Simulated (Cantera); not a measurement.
Source: NASA polynomial tables (part measured, part estimated), evaluated in Cantera. Values are per mole of reaction as written; species without (g) are pure solids or liquids, kept so even where they would boil at 1 bar.

Question: Between 1873 and 2373 K, where is each reaction favourable under standard conditions?
- BaO + H₂O(g) → 2 OH(g) + Ba

Answer: 
- BaO + H₂O(g) → 2 OH(g) + Ba: ΔG° is 539 kJ at 1873 K and 452 kJ at 2373 K; it stays positive (K < 1). ΔH° is 815 kJ and ΔS° 153 J/K at 2373 K.
